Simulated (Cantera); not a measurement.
An adiabatic, constant-volume homogeneous reactor starts with 11.2 % CH4, 18.7 % O2, 70.1 % N2, equivalence ratio 1.2, at 1750 K and 150000 Pa.

Cantera simulation using GRI-Mech 3.0 (53 species, 325 reactions); the numbers are that mechanism's predictions, not measurements. Above 3000 K some thermodynamic fits are extrapolated.

x: mole fraction; the columns are a selection and need not sum to one.

```json
[
 {"t (s)": "2.00e-6", "T (K)": "1750", "P (bar)": "1.50", "x CH4": "0.112", "x O2": "0.187", "x HCO": "3.55e-11", "x NO": "<1e-12", "x H2O": "4.17e-6", "x HO2": "3.11e-6"},
 {"t (s)": "5.52e-6", "T (K)": "1750", "P (bar)": "1.50", "x CH4": "0.112", "x O2": "0.187", "x HCO": "3.94e-10", "x NO": "<1e-12", "x H2O": "1.76e-5", "x HO2": "7.92e-6"},
 {"t (s)": "1.53e-5", "T (K)": "1749", "P (bar)": "1.50", "x CH4": "0.112", "x O2": "0.187", "x HCO": "?", "x NO": "3.15e-12", "x H2O": "?", "x HO2": "?"},
 {"t (s)": "4.21e-5", "T (K)": "1751", "P (bar)": "1.50", "x CH4": "0.110", "x O2": "0.186", "x HCO": "1.92e-7", "x NO": "2.62e-11", "x H2O": "0.000887", "x HO2": "3.71e-5"},
 {"t (s)": "0.000116", "T (K)": "2971", "P (bar)": "2.79", "x CH4": "<1e-12", "x O2": "0.0150", "x HCO": "3.21e-7", "x NO": "0.000646", "x H2O": "0.136", "x HO2": "8.52e-6"},
 {"t (s)": "0.000321", "T (K)": "3041", "P (bar)": "2.84", "x CH4": "<1e-12", "x O2": "0.0116", "x HCO": "3.12e-7", "x NO": "0.00866", "x H2O": "0.142", "x HO2": "8.01e-6"},
 {"t (s)": "0.000887", "T (K)": "3037", "P (bar)": "2.84", "x CH4": "<1e-12", "x O2": "0.0112", "x HCO": "3.12e-7", "x NO": "0.0104", "x H2O": "0.141", "x HO2": "7.74e-6"},
 {"t (s)": "0.00245", "T (K)": "3037", "P (bar)": "2.84", "x CH4": "<1e-12", "x O2": "0.0112", "x HCO": "3.12e-7", "x NO": "0.0104", "x H2O": "0.141", "x HO2": "7.74e-6"},
 {"t (s)": "0.00676", "T (K)": "3037", "P (bar)": "2.84", "x CH4": "<1e-12", "x O2": "0.0112", "x HCO": "3.12e-7", "x NO": "0.0104", "x H2O": "0.141", "x HO2": "7.74e-6"},
 {"t (s)": "0.0187", "T (K)": "3037", "P (bar)": "2.84", "x CH4": "<1e-12", "x O2": "0.0112", "x HCO": "3.12e-7", "x NO": "0.0104", "x H2O": "0.141", "x HO2": "7.74e-6"},
 {"t (s)": "0.0516", "T (K)": "3037", "P (bar)": "2.84", "x CH4": "<1e-12", "x O2": "0.0112", "x HCO": "3.12e-7", "x NO": "0.0104", "x H2O": "0.141", "x HO2": "7.74e-6"},
 {"t (s)": "0.142", "T (K)": "3037", "P (bar)": "2.84", "x CH4": "<1e-12", "x O2": "0.0112", "x HCO": "3.12e-7", "x NO": "0.0104", "x H2O": "0.141", "x HO2": "7.74e-6"},
 {"t (s)": "0.393", "T (K)": "3037", "P (bar)": "2.84", "x CH4": "<1e-12", "x O2": "0.0112", "x HCO": "3.12e-7", "x NO": "0.0104", "x H2O": "0.141", "x HO2": "7.74e-6"},
 {"t (s)": "1.09", "T (K)": "3037", "P (bar)": "2.84", "x CH4": "<1e-12", "x O2": "0.0112", "x HCO": "3.12e-7", "x NO": "0.0104", "x H2O": "0.141", "x HO2": "7.74e-6"},
 {"t (s)": "3.00", "T (K)": "3037", "P (bar)": "2.84", "x CH4": "<1e-12", "x O2": "0.0112", "x HCO": "3.12e-7", "x NO": "0.0104", "x H2O": "0.141", "x HO2": "7.74e-6"}
]
```

Q: Some entries are withheld; supply them.

A: 
- 1.53e-5, x HCO: 6.15e-9
- 1.53e-5, x H2O: 9.73e-5
- 1.53e-5, x HO2: 1.71e-5
